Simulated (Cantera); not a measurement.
Charge: 1 mol Fe(CO)5, 0.026 mol O2, 17 mol N2, held at 1423.15 K and 24.0 Torr.

These are equilibrium values from Cantera (NASA tables, ideal gas, pure condensed phases), not measurements of a reactor. Candidate condensed phases: C, Fe, Fe(CO)5, FeO, Fe2O3, Fe3O4; 27 gas species. Rates play no part.

Base state: N2 0.773, CO 0.225, CO2 0.00236 (mole fractions); condensed: Fe(γ).

Task: What changes in the equilibrium state with this change: O2 from 0.026 to 0.96 mol?

Result: 
```csv
species,before,after
N2,0.773,0.773
CO,0.225,0.185
CO2,0.00236,0.0418
"Fe(γ), mol",1.000,0
"FeO(s), mol",0,1.000
```
The tables' stoichiometric FeO is somewhat more stable than real wüstite, so its field is too wide. FeO: taken at fixed stoichiometry.

Task: What changes in the equilibrium state with this change: Fe(CO)5 replaced by Hg?

Result: 
```csv
species,before,after
N2,0.773,0.943
Hg,0,0.0555
O2,<1e-9,0.00141
CO,0.225,0
CO2,0.00236,0
NO,<1e-9,7.37e-5
"Fe(γ), mol",1.000,0
```
Further candidate phases: Hg, HgO.
